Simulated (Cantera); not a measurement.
Charge: 1 mol Cu2O, 5.7 mol CH4, 9.5 mol N2, at 1600 °C and 47.0 Pa.

Cantera equilibrium calculation (NASA polynomials, part measured and part estimated; ideal gas, pure solids and liquids). Candidate condensed phases: C, C6H6, C7H8, C8H18, Cu, CuO, Cu(OH)2, Cu2O, H2O; 139 gas species. The numbers say what is thermodynamically allowed, not how fast it happens.

**Question.** What is the equilibrium state?

**Answer.** 
```
Property                             Result
--------------------------------  ---------
x(H2)                                 0.460
x(N2)                                 0.392
x(Cu)                                0.0828
x(CO)                                0.0414
x(H)                                 0.0202
x(HCN)                              0.00367
x(HNC)                             0.000163
x(C2H2 (acetylene))                0.000144
x(Cu2)                              6.87e-6
n(C(graphite))                     4.60 mol
gas amount                        24.14 mol
log10 activity of Cu(l) (absent)      -1.50
```
